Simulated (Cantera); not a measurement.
Charge: 1 mol Si, 0.066 mol N2O, 6.3 mol N2, at 2.10 mbar.

Cantera equilibrium calculation (NASA polynomials, part measured and part estimated; ideal gas, pure solids and liquids). Candidate condensed phases: Si, SiO2, Si2N2O, Si3N4; 16 gas species. Mutual solubility and eutectic melting of coexisting phases are not modelled. The tables' values for SiN are old estimates; treat these amounts as uncertain. Equilibrium is a limit: real reactors are often held back by kinetics, nucleation or transport.

log p: log10 of the partial pressure in bar; n: condensed amount in mol.

| T (°C) | log p N2 | log p SiO | log p Si | log p Si2N | log p SiN | n Si2N2O(s) | n Si3N4(s) | n Si(l) |
|---|---|---|---|---|---|---|---|---|
| 877 | -2.68 | -12.77 | <-14 | <-14 | <-14 | 0.0660 | 0.289 | 0 |
| 977 | -2.68 | -10.65 | -13.89 | <-14 | -14.57 | 0.0660 | 0.289 | 0 |
| 1077 | -2.68 | -8.85 | -11.75 | -14.63 | -12.67 | 0.0660 | 0.289 | 0 |
| 1177 | -2.68 | ? | ? | ? | -11.04 | 0.0659 | 0.289 | 0 |
| 1277 | -2.68 | -5.96 | -8.30 | -10.24 | -9.62 | 0.0630 | 0.290 | 0 |
| 1377 | -2.68 | -4.79 | -6.89 | -8.45 | -8.38 | 0.0210 | 0.304 | 0 |
| 1477 | -2.68 | -4.67 | ? | ? | -7.45 | 0 | 0 | 0.929 |
| 1577 | -2.68 | -4.67 | -5.19 | -6.77 | -6.95 | 0 | 0 | 0.912 |

Problem. Complete the blanks.

Solution. 
- 1177, log p SiO: -7.31
- 1177, log p Si: -9.90
- 1177, log p Si2N: -12.28
- 1477, log p Si: -5.82
- 1477, log p Si2N: -7.22
